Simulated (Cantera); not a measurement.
A jet of CH4 : O2 : N2 = 0.049 : 0.15 : 0.79 (molar parts) at 300 K and 0.316 atm hits a platinum plate 7.1 cm away at a mass flux of 0.14 kg/m²/s; the plate temperature is set and raised in steps from an oxygen-covered start.

Cantera simulation using Deutschmann's 1995 Pt surface mechanism with GRI-Mech 3.0 gas chemistry; the numbers are that mechanism's predictions, not measurements. Catalytic surfaces can have several steady states; this one follows from the mechanism file's or the stated starting coverage.

x: mole fraction at the wall; θ: surface coverage.

```json
[
 {"plate T (K)": "900", "wall x CH4": "0.0296", "wall x O2": "0.109", "wall x H2O": "0.0375", "wall x OH": "2.63e-8", "wall x CO": "9.58e-6", "wall x CO2": "0.0246", "θ free Pt": "0.145", "θ O*": "0.853", "θ OH*": "0.00256"},
 {"plate T (K)": "950", "wall x CH4": "?", "wall x O2": "?", "wall x H2O": "?", "wall x OH": "?", "wall x CO": "8.84e-6", "wall x CO2": "?", "θ free Pt": "?", "θ O*": "0.787", "θ OH*": "0.00296"},
 {"plate T (K)": "1000", "wall x CH4": "0.0126", "wall x O2": "0.0730", "wall x H2O": "0.0687", "wall x OH": "2.12e-7", "wall x CO": "7.84e-6", "wall x CO2": "0.0454", "θ free Pt": "0.280", "θ O*": "0.717", "θ OH*": "0.00300"},
 {"plate T (K)": "1050", "wall x CH4": "0.00860", "wall x O2": "0.0645", "wall x H2O": "0.0759", "wall x OH": "5.06e-7", "wall x CO": "7.11e-6", "wall x CO2": "0.0502", "θ free Pt": "0.350", "θ O*": "0.647", "θ OH*": "0.00283"},
 {"plate T (K)": "1100", "wall x CH4": "?", "wall x O2": "0.0596", "wall x H2O": "0.0801", "wall x OH": "?", "wall x CO": "6.73e-6", "wall x CO2": "0.0531", "θ free Pt": "?", "θ O*": "?", "θ OH*": "?"},
 {"plate T (K)": "1150", "wall x CH4": "0.00470", "wall x O2": "0.0566", "wall x H2O": "0.0826", "wall x OH": "2.18e-6", "wall x CO": "6.64e-6", "wall x CO2": "0.0548", "θ free Pt": "0.483", "θ O*": "0.515", "θ OH*": "0.00231"}
]
```

Some entries are withheld; supply them.


- 950, wall x CH4: 0.0194
- 950, wall x O2: 0.0873
- 950, wall x H2O: 0.0563
- 950, wall x OH: 7.88e-8
- 950, wall x CO2: 0.0370
- 950, θ free Pt: 0.210
- 1100, wall x CH4: 0.00620
- 1100, wall x OH: 1.09e-6
- 1100, θ free Pt: 0.418
- 1100, θ O*: 0.579
- 1100, θ OH*: 0.00258
